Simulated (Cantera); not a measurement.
A closed system holds: 1 mol SiO2, 91 mol H2, 44 mol N2, equilibrated at 1.33 mbar.

Cantera equilibrium calculation (NASA polynomials, part measured and part estimated; ideal gas, pure solids and liquids). Candidate condensed phases: H2O, Si, SiO2, Si2N2O, Si3N4; 35 gas species. N2 is the only nitrogen source here; it is nearly inert below about 1500 K, so the nitride shown seldom forms there in practice. Equilibrium is a limit: real reactors are often held back by kinetics, nucleation or transport.

log p: log10 of the partial pressure in bar; n: condensed amount in mol.

```tsv
T (K)	log p H2	log p N2	log p NH3	log p H2O	log p H	n SiO2(α-quartz)	n Si2N2O(s)	n SiO2(β-quartz)
650	-3.05	-3.36	-7.98	-9.23	<-14	1.000	0	0
675	-3.05	-3.36	-8.13	-9.10	<-14	1.000	0	0
700	-3.05	-3.36	-8.28	-8.97	<-14	1.000	0	0
725	-3.05	-3.36	-8.41	-8.85	…	1.000	0	0
750	-3.05	-3.36	-8.54	-8.75	…	1.000	6.05e-5	0
775	-3.05	-3.36	-8.66	-8.65	…	1.000	7.63e-5	0
800	-3.05	-3.36	-8.77	-8.55	…	1.000	9.46e-5	0
825	-3.05	-3.36	-8.88	-8.47	…	1.000	0.000116	0
850	-3.05	-3.36	-8.98	-8.38	…	0	0.000139	1.000
875	-3.05	-3.36	-9.08	-8.31	…	0	0.000166	1.000
900	-3.05	-3.36	-9.17	-8.24	…	0	0.000195	1.000
925	-3.05	-3.36	-9.25	-8.17	…	0	0.000228	1.000
950	-3.05	-3.36	-9.33	-8.11	…	0	0.000263	0.999
975	-3.05	-3.36	-9.41	-8.05	…	0	0.000302	0.999
```

Q: Complete the blanks.

A: 
- 725, log p H: -14.55
- 750, log p H: -14.02
- 775, log p H: -13.53
- 800, log p H: -13.06
- 825, log p H: -12.62
- 850, log p H: -12.21
- 875, log p H: -11.82
- 900, log p H: -11.46
- 925, log p H: -11.11
- 950, log p H: -10.78
- 975, log p H: -10.46
